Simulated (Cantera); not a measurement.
Feed: 1 mol SiCl₄, 1.7 mol CH₄, 3 mol H₂, held at 39.0 Torr.

Cantera equilibrium calculation (NASA polynomials, part measured and part estimated; ideal gas, pure solids and liquids). Candidate condensed phases: C, C₆H₆, C₇H₈, C₈H₁₈, Si, SiC; 109 gas species. The tables' values for SiCl, SiCl₃ are old estimates; treat these amounts as uncertain. Gases not in the tables: Si₂H₆ and higher silanes. Equilibrium is a limit: real reactors are often held back by kinetics, nucleation or transport. All values below are at 2025 °C.

Base state: H₂ 0.553, HCl 0.341, SiCl₂ 0.0526, H 0.0312, Cl 0.0139, Si 0.00251, C₂H₂ (acetylene) 0.00237, SiCl 0.00223 (mole fractions); condensed: C(graphite) + SiC(s).

**Question.** What changes in the equilibrium state with this change: SiCl₄ replaced by Si(CH₃)₄?

**Answer.** 
| species | before | after |
|---|---|---|
| H₂ | 0.553 | 0.952 |
| H | 0.0312 | 0.0410 |
| C₂H₂ (acetylene) | 0.00237 | 0.00407 |
| HCl | 0.341 | 0 |
| SiCl₂ | 0.0526 | 0 |
| Cl | 0.0139 | 0 |
| Si | 0.00251 | 0.00251 |
| SiCl | 0.00223 | 0 |
| SiCl₃ | 0.000510 | 0 |
| C₂HCl | 1.17e-5 | 0 |
| C(graphite), mol | 1.16 | 4.63 |
| SiC(s), mol | 0.492 | 0.955 |
